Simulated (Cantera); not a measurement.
## Adiabatic ignition

An adiabatic, constant-volume homogeneous reactor starts with 12.0 % CH₄, 13.3 % O₂, 74.7 % N₂, at 1800 K and 17.0 bar.

Computed with Cantera and GRI-Mech 3.0 (53 species, 325 reactions). The pressure lies above the range GRI-Mech 3.0 was tuned for (to about 10 atm).

| t (s) | T (K) | P (bar) | x CH₄ | x O₂ | x CH₂O | x OH | x C₂H |
|---|---|---|---|---|---|---|---|
| 7.00e-6 | 1812 | 17.1 | 0.115 | 0.131 | 0.00122 | 9.74e-6 | 5.07e-11 |
| 1.66e-5 | 2965 | 31.1 | 0.000202 | 9.32e-5 | 1.22e-5 | 0.00290 | 7.66e-6 |
| 3.94e-5 | 2958 | 31.1 | 4.95e-10 | 6.61e-5 | 1.14e-7 | 0.00291 | <1e-12 |
| 9.36e-5 | 2958 | 31.1 | 4.99e-10 | 6.57e-5 | 1.14e-7 | 0.00290 | <1e-12 |
| 0.000222 | 2957 | 31.1 | 5.00e-10 | 6.57e-5 | 1.14e-7 | 0.00290 | <1e-12 |
| 0.000528 | 2957 | 31.1 | 5.00e-10 | 6.56e-5 | 1.14e-7 | 0.00290 | <1e-12 |
| 0.00125 | 2957 | 31.1 | 5.00e-10 | 6.56e-5 | 1.14e-7 | 0.00290 | <1e-12 |
| 0.00297 | 2957 | 31.1 | 5.00e-10 | 6.56e-5 | 1.14e-7 | 0.00290 | <1e-12 |
| 0.00706 | 2957 | 31.1 | 5.00e-10 | 6.56e-5 | 1.14e-7 | 0.00290 | <1e-12 |
| 0.0168 | 2957 | 31.1 | 5.00e-10 | 6.56e-5 | 1.14e-7 | 0.00290 | <1e-12 |
| 0.0398 | 2957 | 31.1 | 5.00e-10 | 6.56e-5 | 1.14e-7 | 0.00290 | <1e-12 |
| 0.0945 | 2957 | 31.1 | 5.00e-10 | 6.56e-5 | 1.14e-7 | 0.00290 | <1e-12 |
| 0.224 | 2957 | 31.1 | 5.00e-10 | 6.56e-5 | 1.14e-7 | 0.00290 | <1e-12 |
| 0.532 | 2957 | 31.1 | 5.00e-10 | 6.56e-5 | 1.14e-7 | 0.00290 | <1e-12 |
| 1.26 | 2957 | 31.1 | 5.00e-10 | 6.56e-5 | 1.14e-7 | 0.00290 | <1e-12 |
| 3.00 | 2957 | 31.1 | 5.00e-10 | 6.56e-5 | 1.14e-7 | 0.00290 | <1e-12 |
x: mole fraction; the columns are a selection and need not sum to one.

The time of steepest temperature rise is 15.7 µs and the temperature at 3.00 s is 2957 K. The equilibrium temperature is 2957 K and the x(CH₄) at 3.00 s comes out as 5.00e-10 (gas-phase equilibrium 5.60e-10). The x(O₂) at 3.00 s is 6.56e-5 (gas-phase equilibrium 6.56e-5) and the x(CH₂O) at 3.00 s is 1.14e-7 (gas-phase equilibrium 1.14e-7).
